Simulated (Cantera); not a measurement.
**Thermodynamics of silicon oxide and oxynitride deposition, feed SiCl₄ + N₂O**

Charge: 1 mol SiCl₄, 3 mol N₂O, equilibrated at 30.0 mbar.

Cantera equilibrium calculation (NASA polynomials, part measured and part estimated; ideal gas, pure solids and liquids). Candidate condensed phases: Si, SiO₂, Si₂N₂O, Si₃N₄; 23 gas species. The tables hold silica as quartz up to 1696 K and as liquid above; real silica turns to tridymite and cristobalite and melts near 1996 K. Kinetics and transport are ignored.

At 527 °C the condensed part is SiO₂(α-quartz). From 677 °C to 1277 °C the condensed part is SiO₂(β-quartz). From 1427 °C to 1577 °C the condensed part is SiO₂(condensed). At 1727 °C the condensed part is SiO₂(l).

```
T (°C)  log p N₂  log p Cl  log p Cl₂  log p O₂  log p NO  log p O  log p ClO  n SiO₂(α-quartz)  n SiO₂(β-quartz)  n SiO₂(condensed)  n SiO₂(l)
------  --------  --------  ---------  --------  --------  -------  ---------  ----------------  ----------------  -----------------  ---------
527        -1.79     -6.01      -1.96     -2.56     -7.48     <-13      -8.21              1.00                 0                  0          0
677        -1.79     -4.73      -1.96     -2.56     -6.54   -11.78      -7.16                 0              1.00                  0          0
827        -1.79     -3.80      -1.97     -2.57     -5.86    -9.89      -6.40                 0              1.00                  0          0
977        -1.79     -3.10      -1.98     -2.57     -5.34    -8.45      -5.83                 0              1.00                  0          0
1127       -1.81     -2.57      -2.04     -2.59     -4.95    -7.32      -5.41                 0             1.000                  0          0
1277       -1.84     -2.19      -2.19     -2.62     -4.65    -6.41      -5.13                 0             1.000                  0          0
1427       -1.88     -1.95      -2.48     -2.66     -4.41    -5.68      -4.99                 0                 0              1.000          0
1577       -1.90     -1.85      -2.90     -2.69     -4.22    -5.06      -4.96                 0                 0              1.000          0
1727       -1.92     -1.81      -3.36     -2.71     -4.04    -4.53      -4.99                 0                 0                  0      1.000
```
log p: log10 of the partial pressure in bar; n: condensed amount in mol.
